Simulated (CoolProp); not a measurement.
A Linde-Hampson liquefier for dry air: isothermal reversible compression at 200 K from 1 atm to 10 MPa, throttling to 1 atm, return gas leaving the recuperator 5 K below the feed. Each further row changes one setting.

The numbers come from the reference Helmholtz-energy equation of state, Lemmon 2000 in CoolProp. It is a pseudo-pure fit of the blend.

| case | liquid yield per pass | compression work (kJ/kg of gas) |
|---|---|---|
| as stated | 0.143 | 251 |
| high pressure 20 MPa | 0.240 | [?] |
| warm-end temperature 230 K | [?] | [?] |
| warm-end gap 10 K | [?] | 251 |

### Question
Fill in the missing entries.

### Answer

- high pressure 20 MPa, compression work (kJ/kg of gas): 284
- warm-end temperature 230 K, liquid yield per pass: 0.090
- warm-end temperature 230 K, compression work (kJ/kg of gas): 295
- warm-end gap 10 K, liquid yield per pass: 0.130
